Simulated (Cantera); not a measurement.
A closed system holds: 1 mol Si, a varied amount of Cl2, equilibrated at 42.0 mbar.

Equilibrium computed with Cantera from the NASA thermochemical tables; the gas is ideal and each condensed phase is pure. Candidate condensed phases: Si; 9 gas species. The tables' values for SiCl3 are old estimates. Rates play no part.

Stable condensed phases, one row left out:

```
T in °C \ n(Cl2) in mol
         0.87  1.1  1.4  1.7  2.2  2.7  3.4  4.3  5.4  6.7
   1350     A    B    B    B    B    B    B    B    B    B
   1250     A    A    B    B    B    B    B    B    B    B
   1050     A    A    A    B    B    B    B    B    B    B
    950     A    A    A    A    B    B    B    B    B    B
    850     A    A    A    A    B    B    B    B    B    B
    750     A    A    A    A    B    B    B    B    B    B
    650     A    A    A    A    B    B    B    B    B    B
    550     A    A    A    A    B    B    B    B    B    B
    450     A    A    A    A    B    B    B    B    B    B
    350     A    A    A    A    B    B    B    B    B    B
```

A: Si; B: gas only.

Task: Give the row for 1150 °C.

Result: 0.87: Si; 1.1: Si; 1.4: gas only; 1.7: gas only; 2.2: gas only; 2.7: gas only; 3.4: gas only; 4.3: gas only; 5.4: gas only; 6.7: gas only.
